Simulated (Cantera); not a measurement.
Input (Python, Cantera) and output of one run.

```python
import numpy as np
import cantera as ct

gas_names = [...]  # 110 gases of nasa_gas.yaml made of C, F, H
cond_names = """
    C(gr) C6H6(L) C7H8(L) C8H18(L),n-octa
""".split()


# ... load() reads the species with a 1 bar reference pressure and builds the phases ...
atoms = {
    'CHF3': {'C': 1, 'H': 1, 'F': 3},
}
top_T = {'C(gr)': 4500}  # K; cautious upper limits of use, not melting points


# ... equilibrate(T, P, feed) seeds the gas with the atoms and calls Mixture.equilibrate('TP', solver="vcs", rtol=1e-11, max_steps=5000) ...
results = []
feed = {'CHF3': 1}  # mol
P = 210  # Pa
for T in [2000, 2250, 2500, 2750, 3000, 3250, 3500, 3750, 4000, 4250, 4500, 4750, 5000]:
    mix = equilibrate(T, P, feed)
    results.append((T, P, feed, dict(zip(mix.species_names, mix.species_moles))))

top = {s: max(r[3][s] / sum(r[3][g] for g in gas_names) for r in results) for s in gas_names}
cols = sorted((s for s in top if top[s] > 1e-06), key=lambda s: -top[s])[:8]
seen = [c for c in cond_names if any(r[3].get(c, 0) > 1e-12 for r in results)]
print("log10 of partial pressures in bar; condensed amounts in mol")
print(f"{'T/K':>10s}" + "".join(f"{s[:9]:>10s}" for s in cols + seen))
for T, P, feed, n in results:
    ng = sum(n[g] for g in gas_names)
    print(f"{T:10.4g}" + "".join(f"{np.log10(max(n[s] / ng * P / 1e5, 1e-99)):10.3f}" for s in cols)
          + "".join(f"{n.get(c, 0):10.4g}" for c in seen))
```

Result:

```
log10 of partial pressures in bar; condensed amounts in mol
       T/K         F        HF       CF4       CF2         H         C        C3        CF     C(gr)
      2000    -3.783    -2.908    -3.345    -3.625    -8.088   -10.517   -10.557    -6.117    0.4352
      2250    -3.133    -3.054    -4.426    -3.370    -7.173    -8.439    -8.187    -4.993    0.4562
      2500    -2.936    -3.125    -6.585    -3.817    -6.068    -6.779    -6.304    -4.423    0.7434
      2750    -2.901    -3.160    -8.853    -4.438    -5.012    -5.423    -4.773    -4.085    0.7473
      3000    -2.928    -3.267   -11.093    -5.192    -4.150    -4.412    -3.858    -3.982         0
      3250    -2.906    -3.522   -13.126    -6.062    -3.630    -3.879    -4.049    -4.173         0
      3500    -2.900    -4.010   -15.040    -6.955    -3.438    -3.541    -4.576    -4.470         0
      3750    -2.901    -4.562   -16.890    -7.910    -3.394    -3.416    -5.536    -4.902         0
      4000    -2.900    -5.072   -18.583    -8.824    -3.382    -3.388    -6.620    -5.361         0
      4250    -2.900    -5.529   -20.096    -9.650    -3.379    -3.381    -7.630    -5.785         0
      4500    -2.900    -5.938   -21.446   -10.389    -3.378    -3.379    -8.541    -6.167         0
      4750    -2.900    -6.306   -22.655   -11.052    -3.377    -3.378    -9.361    -6.511         0
      5000    -2.900    -6.638   -23.744   -11.651    -3.377    -3.379   -10.101    -6.822         0
```

Method: chemical equilibrium by Gibbs-energy minimisation in Cantera with the NASA 1993 tables (ideal gas, pure condensed phases). Gases not in the tables: C2F6 and larger saturated fluorocarbons.
